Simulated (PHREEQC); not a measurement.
A PHREEQC input (ion-association model, wateq4f.dat):

```
SOLUTION 1
  temp 66
  units mmol/kgw
  pH 6.2
  pe 9.2
  Na 0.0064
  K 0.00349
  Ca 0.0159
  Mg 0.00283
  Cl 0.0201
  S(6) 0.00371 as SO4
  Alkalinity 0.0439 as HCO3
  F 0.000366
  Zn 0.000284
  B 2.32e-06
  Ni 0.000143
END
USE solution 1
EQUILIBRIUM_PHASES 1
  Fluorite 0 0
  Quartz 0 0.5
  CO2(g) -2 10
END
```

The run finishes without an error or a warning.

Its last state differs from that of the intended input:

```json
[
 {"quantity": "pH", "as run": "5.77", "intended": "5.08"},
 {"quantity": "ionic strength (mol/kgw)", "as run": "8.44e-5", "intended": "1.03e-5"},
 {"quantity": "HCO3- (mol/kgw)", "as run": "4.54e-5", "intended": "9.07e-6"},
 {"quantity": "H3SiO4- (mol/kgw)", "as run": "9.57e-8", "intended": "1.91e-8"},
 {"quantity": "HF (mol/kgw)", "as run": "2.00e-9", "intended": "5.17e-10"},
 {"quantity": "HSO4- (mol/kgw)", "as run": "1.61e-9", "intended": "8.56e-11"}
]
```

Question: One thing in the input isn't as intended. What explains the difference?

Answer: Several could match; the one computed here: The fault: the units line changed with the numbers kept. The line should read `units mg/L` where the input has `units mmol/kgw`.
